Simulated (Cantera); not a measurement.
# Thermal oxidation and active oxidation of silicon: Si + CO2 + H2 + H2O

Charge: 1 mol Si, 0.045 mol CO2, 1.1 mol H2, 0.86 mol H2O, at 84.0 Pa.

Cantera equilibrium calculation (NASA polynomials, part measured and part estimated; ideal gas, pure solids and liquids). Candidate condensed phases: C, C6H6, C7H8, C8H18, H2O, Si, SiC, SiO2; 123 gas species. Mutual solubility and eutectic melting of coexisting phases are not modelled. The tables hold silica as quartz up to 1696 K and as liquid above; real silica turns to tridymite and cristobalite and melts near 1996 K. Gases not in the tables: Si2H6 and higher silanes. Equilibrium is a limit: real reactors are often held back by kinetics, nucleation or transport.

```csv
T (K),x H2,x SiO,x CO,x H,x Si,x SiH,x SiH2,n Si(s),n SiC(s),n SiO2(β-quartz),n Si(l)
1225,0.999,0.00129,1.04e-5,1.07e-5,4.12e-9,1.53e-9,1.95e-8,0.479,0.0450,0.474,0
1300,0.991,0.00906,0.000107,3.80e-5,5.15e-8,1.23e-8,7.58e-8,0.471,0.0448,0.466,0
1375,0.948,0.0512,0.000847,0.000115,4.89e-7,7.76e-8,2.45e-7,0.430,0.0432,0.421,0
1450,0.754,0.240,0.00540,0.000283,3.66e-6,3.66e-7,5.80e-7,0.189,0.0310,0.156,0
1525,0.673,0.317,0.00939,0.000670,2.25e-5,1.55e-6,1.38e-6,0.0596,0.0177,0,0
1600,0.672,0.314,0.0120,0.00154,0.000116,6.01e-6,3.36e-6,0.0744,0.0101,0,0
1675,0.670,0.311,0.0149,0.00328,0.000517,2.06e-5,7.54e-6,0.0903,0.00153,0,0
1750,0.667,0.309,0.0154,0.00655,0.00179,5.59e-5,1.39e-5,0,0,0,0.0894
```
x: gas mole fraction; n: condensed amount in mol.

From 1225 K to 1450 K the condensed part is Si(s) + SiC(s) + SiO2(β-quartz). From 1525 K to 1675 K the condensed part is Si(s) + SiC(s). At 1750 K the condensed part is Si(l). The main Si-bearing gas is SiO throughout. The share of Si in condensed phases is highest at 1225 K (99.7 %) and lowest at 1525 K (7.7 %).
